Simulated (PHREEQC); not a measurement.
Copper plating or etch bath: speciation

Solution (40 °C): 2.5 mmol/kgw Cu(NO3)2 and 26 mmol/kgw H3BO3. Closed to the air; pH follows from the charge balance.

Computed with PHREEQC (ion-association model, wateq4f.dat).

Each row changes one thing in this solution. Precipitation was switched off in this run.

```tsv
case	pH	ionic strength (mol/kgw)	H2BO3- (mol/kgw)
as made	4.90	0.00749	1.70e-6
Cu(NO3)2 left out	5.36	4.42e-6	4.41e-6
H3BO3 from 0.026 to 0.039 mol/kgw	4.89	0.00750	2.50e-6
diluted 100-fold with water	5.92	7.46e-5	1.64e-7
H3BO3 replaced by HBF4 at the same molality	1.68	0.0313	1.10e-10
```

Species that the database lacks are ignored. Some of these states are supersaturated (in Tenorite (slow to form), for instance). At this temperature some constants are extrapolated from 25 °C, and those without enthalpy data are left unchanged. Real BF4- forms and hydrolyses slowly; the run takes it at equilibrium.
